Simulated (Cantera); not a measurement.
A Cantera script and what it prints.

```python
import numpy as np
import cantera as ct

gas_names = """
    H HO2 H2 H2O H2O2 O OH O2 O3 Ta TaO TaO2
""".split()
cond_names = """
    H2O(s) H2O(L) Ta(cr) Ta(L) Ta2O5(s) Ta2O5(L)
""".split()


# ... load() reads the species with a 1 bar reference pressure and builds the phases ...
atoms = {
    'Ta2O5': {'Ta': 2, 'O': 5},
    'H2': {'H': 2},
}
top_T = {}  # K; cautious upper limits of use, not melting points


# ... equilibrate(T, P, feed) seeds the gas with the atoms and calls Mixture.equilibrate('TP', solver="vcs", rtol=1e-11, max_steps=5000) ...
results = []
feed = {'Ta2O5': 1, 'H2': 0.3}  # mol
T = 973.15  # K
P = 3700  # Pa
mix = equilibrate(T, P, feed)
results.append((T, P, feed, dict(zip(mix.species_names, mix.species_moles))))
x = sorted(zip(gas.X, gas.species_names), reverse=True)
print(f"T = {T:g} K  P = {P:g} Pa  gas = {mix.phase_moles(0):.4g} mol")
print("   x: " + "  ".join(f"{s} {v:.3e}" for v, s in x if v > 1e-05))
print("   condensed (mol): " + ("  ".join(f"{mix.phase(i).name} {mix.phase_moles(i):.4g}"
      for i in range(1, mix.n_phases) if mix.phase_moles(i) > 1e-12) or "none"))
```

Output:

```
T = 973.15 K  P = 3700 Pa  gas = 0.3 mol
   x: H2 1.000e+00
   condensed (mol): Ta(cr) 1.354e-08  Ta2O5(s) 1
```

Method: chemical equilibrium by Gibbs-energy minimisation in Cantera with the NASA 1993 tables (ideal gas, pure condensed phases).
